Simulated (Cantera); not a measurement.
Feed: 1 mol SiH2Cl2, 1.6 mol O2, 0.77 mol NO, at 2075 K and 0.100 bar.

These are equilibrium values from Cantera (NASA tables, ideal gas, pure condensed phases), not measurements of a reactor. Candidate condensed phases: H2O, NH4Cl, Si, SiO2, Si2N2O, Si3N4; 47 gas species. The tables hold silica as quartz up to 1696 K and as liquid above; real silica turns to tridymite and cristobalite and melts near 1996 K. Rates play no part.

Problem. What is the equilibrium state?

Solution. 
- x(HCl) = 0.406
- x(O2) = 0.236
- x(Cl) = 0.158
- x(N2) = 0.108
- x(H2O) = 0.0790
- x(OH) = 0.00474
- x(NO) = 0.00366
- x(Cl2) = 0.00263
- x(O) = 0.00179
- n(SiO2(l)) = 1.000 mol
- gas amount = 3.512 mol
- log10 activity of Si(l) (absent) = -11.87
